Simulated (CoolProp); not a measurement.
Vapour pressure (bar) of ethylene: the reference equation beside estimates from Tc = 9.2 °C, pc = 50.42 bar, ω = 0.087.

Computed with CoolProp (reference Helmholtz-energy equation of state, Smukala 2000).

| T (°C) | reference | van der Waals | Soave-Redlich-Kwong | Peng-Robinson |
|---|---|---|---|---|
| -74.55 | 4.299 | 10.36 | 4.299 | 4.301 |
| -67.45 | 5.714 | 12.35 | 5.728 | 5.712 |
| -60.35 | 7.446 | 14.58 | 7.482 | 7.441 |
| -53.25 | 9.534 | 17.05 | 9.599 | 9.529 |
| -46.15 | 12.02 | 19.77 | 12.12 | 12.02 |
| -39.05 | 14.94 | 22.76 | 15.09 | 14.95 |
| -31.95 | 18.34 | 26.00 | 18.55 | 18.38 |
| -24.95 | 22.21 | 29.47 | 22.48 | 22.28 |

Absolute difference from the reference over all 8 rows, mean and median: van der Waals 77.9 and 71.7 %, Soave-Redlich-Kwong 0.7 and 0.8 %, Peng-Robinson 0.1 and 0.1 %.
